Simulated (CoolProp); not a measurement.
Vapour-liquid equilibrium of ethylene (1) + carbon dioxide (2) at 26.9 bar; x and y are mole fractions of (1).

Computed with CoolProp (multi-fluid Helmholtz-energy mixture model, Smukala 2000 and Span 1996; pair parameters Bell 2016).

### Question
Give the bubble temperature and the first vapour's composition at x = 0.05, 0.65, 0.95. Is there an azeotrope?

### Answer
x = 0.05: -11.2 °C, y = 0.082; x = 0.65: -19.1 °C, y = 0.656; x = 0.95: -18.1 °C, y = 0.944. y crosses x between x = 0.65 and 0.8: the model has an azeotrope there.

The pair parameters rest on a limited set of measurements; away from them the model extrapolates.
